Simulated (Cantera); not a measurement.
An adiabatic, constant-pressure homogeneous reactor starts with CH4 : H2 : O2 : N2 : H2O = 1 : 0.034 : 0.96 : 3.61 : 1.5 (molar parts), equivalence ratio 2.1, at 1423 K and 750 Torr. Integrator tolerance rtol = 1e-08.

Cantera simulation using GRI-Mech 3.0 (53 species, 325 reactions); the numbers are that mechanism's predictions, not measurements.

Q: What does this change do: constant volume in place of constant pressure?

A: 
```csv
quantity,before,after
time of steepest temperature rise,5.64 ms,5.11 ms
temperature at 2.00 s,2210 K,2422 K
equilibrium temperature,2210 K,2422 K
x(CH4) at 2.00 s,1.90e-11 (gas-phase equilibrium 2.19e-11),2.52e-11 (gas-phase equilibrium 2.88e-11)
x(H2) at 2.00 s,0.164 (gas-phase equilibrium 0.164),0.161 (gas-phase equilibrium 0.161)
x(O2) at 2.00 s,3.93e-6 (gas-phase equilibrium 3.93e-6),2.32e-5 (gas-phase equilibrium 2.32e-5)
x(CH3) at 2.00 s,5.34e-12 (gas-phase equilibrium 6.14e-12),1.45e-11 (gas-phase equilibrium 1.66e-11)
x(HCO) at 2.00 s,5.25e-8 (gas-phase equilibrium 5.25e-8),1.53e-7 (gas-phase equilibrium 1.53e-7)
x(CH2) at 2.00 s,<1e-12 (gas-phase equilibrium <1e-12),<1e-12 (gas-phase equilibrium <1e-12)
x(NO) at 2.00 s,4.20e-5 (gas-phase equilibrium 4.20e-5),0.000158 (gas-phase equilibrium 0.000158)
```
